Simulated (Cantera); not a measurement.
Source: NASA polynomial tables (part measured, part estimated), evaluated in Cantera. Values are per mole of reaction as written; species without (g) are pure solids or liquids, kept so even where they would boil at 1 bar.

5 H2(g) + 6 Al(g) + 6 HCN(g) → 2 C3H8(g) + 6 AlN

```csv
T (K),ΔH° (kJ),ΔS° (J/K),ΔG° (kJ),log10 K
300,-4905.8,-2191.2,-4248.4,739.70
2075,-4817.6,-2172.5,-309.7,7.80
2125,-4812.2,-2169.9,-201.1,4.94
2175,(withheld),(withheld),(withheld),(withheld)
2225,-4801.3,-2164.9,15.6,-0.37
2275,-4795.9,-2162.5,123.8,-2.84
2325,(withheld),(withheld),(withheld),(withheld)
```

Fill in the missing entries.


- 2175, ΔH° (kJ): -4806.8
- 2175, ΔS° (J/K): -2167.4
- 2175, ΔG° (kJ): -92.7
- 2175, log10 K: 2.23
- 2325, ΔH° (kJ): -4790.4
- 2325, ΔS° (J/K): -2160.1
- 2325, ΔG° (kJ): 231.9
- 2325, log10 K: -5.21
